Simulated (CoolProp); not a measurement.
Model: reference Helmholtz-energy equation of state, Lemmon 2016, in CoolProp.

Give the vapour pressure (kPa), liquid density (kg/m³), enthalpy of vaporisation (kJ/kg) of saturated R227EA at 170.3, 187.1, 212.3 K.


```tsv
T (K)	p (kPa)	liquid density (kg/m³)	enthalpy of vaporisation (kJ/kg)
170.3	0.208	1810	165
187.1	1.20	1760	159
212.3	8.99	1690	149
```
